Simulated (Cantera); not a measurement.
A Cantera script and its output.

```python
import numpy as np
import cantera as ct

surf = ct.Interface("ptcombust.yaml", "Pt_surf")
gas = surf.adjacent["gas"]
gas.TPX = 1125, 100000, {'CH4': 0.0059, 'O2': 0.019, 'N2': 0.79}
surf.TP = 1125, 100000
reactor = ct.FlowReactor(gas, clone=False)
reactor.area = 0.0001  # m2
reactor.surface_area_to_volume_ratio = 3400  # 1/m
reactor.mass_flow_rate = 0.22 * reactor.area * gas.density  # inlet velocity 0.22 m/s
reactor.energy_enabled = False
wall = ct.ReactorSurface(surf, reactor, clone=False)
net = ct.ReactorNet([reactor])
net.rtol, net.atol = 1e-8, 1e-16
show, cover = ['CH4', 'O2', 'H2O', 'CO2', 'CO'], ['PT(S)', 'H(S)', 'O(S)', 'OH(S)', 'CO(S)', 'C(S)']

rows = []
print(f"{'z/m':>9s}{'u/(m/s)':>9s}" + "".join(f"{s:>13s}" for s in show + cover))
for z in [0.00012, 0.00021, 0.00035, 0.00058, 0.00096, 0.0016, 0.0027, 0.0045, 0.0075, 0.012]:
    net.advance(z)
    rows.append([reactor.speed, *gas[show].X, *surf[cover].coverages])
    print(f"{z:9.4g}{rows[-1][0]:9.3g}" + "".join(f"{x:13.4e}" for x in rows[-1][1:]))
```

Output:

```
      z/m  u/(m/s)          CH4           O2          H2O          CO2           CO        PT(S)         H(S)         O(S)        OH(S)        CO(S)         C(S)
  0.00012     0.22   2.7840e-03   1.4420e-02   8.8994e-03   4.4439e-03   3.6662e-06   4.7324e-01   2.0744e-06   5.2530e-01   1.4411e-03   8.6031e-06   9.4352e-08
  0.00021     0.22   1.2630e-03   1.1384e-02   1.1935e-02   5.9628e-03   1.7205e-06   4.8608e-01   2.5207e-06   5.1225e-01   1.6632e-03   4.2569e-06   4.6679e-08
  0.00035     0.22   3.4539e-04   9.5521e-03   1.3767e-02   6.8793e-03   4.8254e-07   4.9516e-01   2.8033e-06   5.0305e-01   1.7835e-03   1.2374e-06   1.3565e-08
  0.00058     0.22   3.8766e-05   8.9389e-03   1.4380e-02   7.1861e-03   5.5160e-08   4.9848e-01   2.9020e-06   4.9969e-01   1.8219e-03   1.4224e-07   1.5565e-09
  0.00096     0.22   1.0748e-06   8.8623e-03   1.4457e-02   7.2243e-03   1.9301e-09   4.9891e-01   2.9145e-06   4.9925e-01   1.8266e-03   4.1461e-09   4.3276e-11
   0.0016     0.22   2.2252e-08   8.8589e-03   1.4460e-02   7.2259e-03   3.4071e-10   4.9894e-01   2.9151e-06   4.9923e-01   1.8268e-03   2.3002e-10   8.9612e-13
   0.0027     0.22   3.5638e-09   8.8577e-03   1.4461e-02   7.2264e-03   2.4823e-10   4.9894e-01   2.9153e-06   4.9922e-01   1.8269e-03   1.2968e-10   1.4353e-13
   0.0045     0.22   2.3973e-10   8.8565e-03   1.4463e-02   7.2269e-03   1.9064e-10   4.9895e-01   2.9156e-06   4.9921e-01   1.8270e-03   9.2117e-11   9.6555e-15
   0.0075     0.22   6.2111e-11   8.8550e-03   1.4465e-02   7.2275e-03   1.5440e-10   4.9897e-01   2.9159e-06   4.9920e-01   1.8271e-03   7.4217e-11   2.5018e-15
    0.012     0.22   3.9107e-11   8.8533e-03   1.4467e-02   7.2284e-03   1.4321e-10   4.9898e-01   2.9163e-06   4.9919e-01   1.8272e-03   6.8788e-11   1.5754e-15
```

Cantera simulation using Deutschmann's 1995 Pt surface mechanism with GRI-Mech 3.0 gas chemistry; the numbers are that mechanism's predictions, not measurements. Catalytic surfaces can have several steady states; this one follows from the mechanism file's or the stated starting coverage. Mass transfer to the wall is taken as infinitely fast.
